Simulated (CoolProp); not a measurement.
Saturated liquid density (kg/m³) of methanol: the reference equation beside estimates from Tc = 513.4 K, pc = 8.216 MPa, ω = 0.565. Rackett uses Z = 0.29056 − 0.08775 ω.

The numbers come from the reference Helmholtz-energy equation of state, de Reuck 1993 in CoolProp.

```
T (K)  reference  Rackett  van der Waals  Redlich-Kwong  Peng-Robinson
-----  ---------  -------  -------------  -------------  -------------
257.3      824.6    821.7          404.1          599.9          708.8
269.5      813.1    808.6          398.6          590.9          701.4
281.7      801.6    795.1          393.0          581.4          693.5
293.9      790.2    781.4          387.2          571.6          685.0
306.1      778.8    767.4          381.1          561.3          676.0
318.3      767.2    753.1          374.9          550.5          666.3
330.5      755.4    738.4          368.4          539.3          655.9
342.7      743.3    723.2          361.7          527.4          644.7
354.9      730.8    707.7          354.7          515.1          632.7
367.1      717.7    691.6          347.3          502.0          619.6
```

Absolute difference from the reference over all 10 rows, mean and median: Rackett 1.8 and 1.7 %, van der Waals 51.2 and 51.1 %, Redlich-Kwong 28.3 and 28.1 %, Peng-Robinson 13.4 and 13.4 %.
